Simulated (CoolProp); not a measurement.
Vapour-liquid equilibrium of R134a (1) + R245fa (2) at 262 K; x and y are mole fractions of (1).

The numbers come from the multi-fluid Helmholtz-energy mixture model, Tillner-Roth 1994 and Akasaka 2015; pair parameters Akasaka 2014 in CoolProp.

| x | bubble pressure (MPa) | y at the bubble point | dew pressure at overall composition x (MPa) | liquid density (mol/L) |
|---|---|---|---|---|
| 0.05 | 0.03923 | 0.240 | 0.03261 | 10.79 |
| 0.125 | 0.05116 | 0.459 | 0.03494 | 10.96 |
| 0.2 | 0.06301 | 0.595 | 0.03762 | 11.12 |
| 0.275 | 0.07481 | 0.688 | 0.04075 | 11.29 |
| 0.35 | 0.08660 | 0.756 | 0.04444 | 11.46 |
| 0.425 | 0.09839 | 0.808 | 0.04885 | 11.62 |
| 0.5 | 0.1102 | 0.850 | 0.05424 | 11.79 |
| 0.575 | 0.1221 | 0.884 | 0.06093 | 11.96 |
| 0.65 | 0.1341 | 0.912 | 0.06948 | 12.14 |
| 0.725 | 0.1462 | 0.936 | 0.08077 | 12.32 |
| 0.8 | 0.1584 | 0.956 | 0.09629 | 12.51 |
| 0.875 | 0.1708 | 0.974 | 0.1189 | 12.70 |
| 0.95 | 0.1833 | 0.990 | 0.1544 | 12.90 |

No azeotrope shows between x = 0.05 and 0.95.

Pair parameters are fitted to limited data, so mixtures are less certain than the pure fluids.
